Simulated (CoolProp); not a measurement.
Ammonia along the isotherm 247.2 K: density (kg/m³) from the reference equation and from simpler models built on Tc = 405.6 K, pc = 113.6 bar, ω = 0.256; each cubic takes its own stable root.

Values from CoolProp's reference Helmholtz-energy equation of state, Gao 2020.

```tsv
p (bar)	phase	reference	Redlich-Kwong	Soave-Redlich-Kwong
6.31	liquid	672.8	517.0	533.3
12.6	liquid	673.1	517.4	533.6
18.9	liquid	673.4	517.7	533.9
25.3	liquid	673.8	518.1	534.2
31.6	liquid	674.1	518.5	534.4
37.9	liquid	674.4	518.9	534.7
44.2	liquid	674.8	519.2	535.0
50.5	liquid	675.1	519.6	535.3
56.8	liquid	675.4	520.0	535.5
```
